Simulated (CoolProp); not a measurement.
Vapour-liquid equilibrium of R134a (1) + R152A (2) at 740 kPa; x and y are mole fractions of (1).

Computed with CoolProp (multi-fluid Helmholtz-energy mixture model, Tillner-Roth 1994 and Outcalt 1996; pair parameters Lemmon 2004).

Give the bubble temperature and the first vapour's composition at x = 0.05, 0.15, 0.25. Is there an azeotrope?

x = 0.05: 305.6 K, y = 0.051; x = 0.15: 305.4 K, y = 0.156; x = 0.25: 305.2 K, y = 0.261. No azeotrope shows between x = 0.05 and 0.95.

Pair parameters are fitted to limited data, so mixtures are less certain than the pure fluids.
